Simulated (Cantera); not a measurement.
What does this Cantera script print?

```python
import numpy as np
import cantera as ct

gas = ct.Solution("gri30.yaml")
gas.TPX = 1200, 170000, {'CO': 0.0024, 'O2': 0.007, 'H2O': 0.00017, 'N2': 1}
reactor = ct.IdealGasConstPressureReactor(gas, energy="off", clone=False)
net = ct.ReactorNet([reactor])
net.rtol, net.atol = 1e-08, 1e-18
show = ['CO', 'O2', 'H2O', 'N2O', 'H2']
times = np.geomspace(0.0001, 1, 12)

steps = ct.SolutionArray(gas, extra=["t"])
rows = []
print(f"{'t/s':>10s}{'T/K':>9s}{'P/Pa':>11s}" + "".join(f"{s:>11s}" for s in show))
for t in times:
    while net.time < t:
        t_next = net.step()
        steps.append(gas.state, t=t_next)
    rows.append([np.interp(t, steps.t, y) for y in (steps.T, steps.P, *steps(*show).X.T)])
    print(f"{t:10.3e}{rows[-1][0]:9.1f}{rows[-1][1]:11.4g}" + "".join(f"{x:11.3e}" for x in rows[-1][2:]))
rate = np.gradient(steps.T, steps.t)
print("integrator steps:", len(steps.t))
if steps.T.max() > steps.T[0] + 200:
    print(f"time of steepest temperature rise: {steps.t[rate.argmax()]:.4e} s")
gas.TPX = 1200, 170000, {'CO': 0.0024, 'O2': 0.007, 'H2O': 0.00017, 'N2': 1}
gas.equilibrate("TP")
print(f"equilibrium (TP): T = {gas.T:.1f} K  " + "  ".join(f"{s} {gas[s].X[0]:.3e}" for s in show))
```

It prints:

```
       t/s      T/K       P/Pa         CO         O2        H2O        N2O         H2
 1.000e-04   1200.0    1.7e+05  2.377e-03  6.934e-03  1.684e-04  8.528e-15  2.059e-16
 2.310e-04   1200.0    1.7e+05  2.377e-03  6.934e-03  1.684e-04  4.478e-14  2.941e-15
 5.337e-04   1200.0    1.7e+05  2.377e-03  6.934e-03  1.684e-04  2.364e-13  3.520e-14
 1.233e-03   1200.0    1.7e+05  2.377e-03  6.934e-03  1.684e-04  1.266e-12  3.530e-13
 2.848e-03   1200.0    1.7e+05  2.377e-03  6.934e-03  1.684e-04  7.162e-12  3.203e-12
 6.579e-03   1200.0    1.7e+05  2.377e-03  6.934e-03  1.684e-04  5.139e-11  3.471e-11
 1.520e-02   1200.0    1.7e+05  2.377e-03  6.933e-03  1.683e-04  1.011e-09  1.155e-09
 3.511e-02   1200.0    1.7e+05  2.155e-03  6.806e-03  1.643e-04  2.633e-07  1.465e-06
 8.111e-02   1200.0    1.7e+05  1.053e-03  6.263e-03  1.652e-04  1.399e-06  1.196e-06
 1.874e-01   1200.0    1.7e+05  3.451e-04  5.918e-03  1.670e-04  2.057e-06  4.039e-07
 4.329e-01   1200.0    1.7e+05  7.871e-05  5.788e-03  1.679e-04  2.240e-06  8.237e-08
 1.000e+00   1200.0    1.7e+05  1.213e-05  5.756e-03  1.683e-04  1.932e-06  1.117e-08
integrator steps: 983
equilibrium (TP): T = 1200.0 K  CO 4.234e-10  O2 5.733e-03  H2O 1.686e-04  N2O 3.735e-09  H2 2.184e-11
```

Computed with Cantera and GRI-Mech 3.0 (53 species, 325 reactions).
